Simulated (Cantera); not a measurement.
An isothermal, constant-pressure homogeneous reactor starts with 96.4 % NO, 3.57 % N2, at 1873 K and 0.200 bar.

Model: GRI-Mech 3.0 (53 species, 325 reactions), integrated in Cantera.

**Question.** Predict: x(NO) at 50.0 s; x(NO2) at 50.0 s; x(O2) at 50.0 s; x(O) at 50.0 s; x(N2) at 50.0 s; x(N2O) at 50.0 s.

**Answer.** 
```
Quantity                                              Value
----------------  -----------------------------------------
x(NO) at 50.0 s      0.0190 (gas-phase equilibrium 0.00646)
x(NO2) at 50.0 s    2.75e-5 (gas-phase equilibrium 9.44e-6)
x(O2) at 50.0 s         0.472 (gas-phase equilibrium 0.479)
x(O) at 50.0 s    0.000366 (gas-phase equilibrium 0.000368)
x(N2) at 50.0 s         0.508 (gas-phase equilibrium 0.515)
x(N2O) at 50.0 s    2.36e-7 (gas-phase equilibrium 1.33e-7)
```
